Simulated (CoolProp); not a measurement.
Values from CoolProp's reference Helmholtz-energy equation of state, Lemmon 2006. It is a short technical equation, of lower accuracy than the large ones.

Q: Give the vapour pressure (MPa), vapour density (kg/m³), liquid cp (kJ/(kg K)), liquid viscosity (µPa s) of saturated toluene at 412, 418.3, 437.1 K.

A: 
```csv
T (K),p (MPa),vapour density (kg/m³),liquid cp (kJ/(kg K)),liquid viscosity (µPa s)
412,0.212,6.12,2.11,204
418.3,0.246,7.06,2.14,196
437.1,0.374,10.5,2.22,173
```

Viscosity comes from a separate model (Avgeri 2015).
